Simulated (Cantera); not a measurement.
Ignition delay

Mixture: 3.34 % CO, 3.24 % H₂, 4.34 % CH₄, 18.7 % O₂, 70.4 % N₂, at 240000 Pa, adiabatic and at constant volume. Ignition delay is the time to a rise of 400 K.

Detailed kinetics in Cantera: GRI-Mech 3.0 (53 species, 325 reactions).

```csv
T0 (K),delay (ms)
1073,1.79
1173,0.587
1273,0.255
1373,0.127
1473,0.0693
1573,0.0412
1673,0.0262
1773,0.0174
1873,0.0119
1973,0.00840
```

The apparent activation energy between 1773 and 1973 K is 110 kJ/mol.
